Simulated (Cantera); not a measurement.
Source: NASA polynomial tables (part measured, part estimated), evaluated in Cantera. Values are per mole of reaction as written; species without (g) are pure solids or liquids, kept so even where they would boil at 1 bar.

Question: Between 2273 and 2523 K, where is each reaction favourable under standard conditions?
- 4 V + 3 V₂O₅ = 5 V₂O₃
- 10 OH(g) + 2 V = V₂O₅ + 5 H₂O(g)

Answer: 
- 4 V + 3 V₂O₅ = 5 V₂O₃: ΔG° is -1199 kJ at 2273 K and -1200 kJ at 2523 K; it stays negative (K > 1). ΔH° is -1025 kJ and ΔS° 69 J/K at 2523 K.
- 10 OH(g) + 2 V = V₂O₅ + 5 H₂O(g): ΔG° is -1373 kJ at 2273 K and -1183 kJ at 2523 K; it stays negative (K > 1). ΔH° is -3100 kJ and ΔS° -760 J/K at 2523 K.
